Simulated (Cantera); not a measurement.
Input: 1 mol SiCl4, 21 mol N2, 7.9 mol H2, equilibrated at 5400 Pa.

Cantera equilibrium calculation (NASA polynomials, part measured and part estimated; ideal gas, pure solids and liquids). The tables' values for SiCl3 are old estimates; treat these amounts as uncertain. Kinetics and transport are ignored. All values below are at 1650 K.

| species | before | after |
|---|---|---|
| N2 | 0.676 | 0.675 |
| H2 | 0.207 | 0.205 |
| HCl | 0.103 | 0.109 |
| SiCl2 | 0.0129 | 0.00970 |
| SiCl4 | 8.39e-5 | 0.000133 |
| SiHCl3 | 2.84e-5 | 4.21e-5 |
| H | 0.000178 | 0.000130 |
| Cl | 6.92e-5 | 5.42e-5 |
| SiCl3 | 0.000701 | 0.000768 |
| Si3N4(s), mol | 0.194 | 0.225 |
Gas species are given as mole fractions.

**Question.** Which change was made?
(A) pressure from 5400 Pa to 16.0 Pa
(B) N2 from 21 to 1.3 mol
(C) pressure from 5400 Pa to 10000 Pa
(D) H2 from 7.9 to 93 mol

**Answer.** C, pressure from 5400 Pa to 10000 Pa
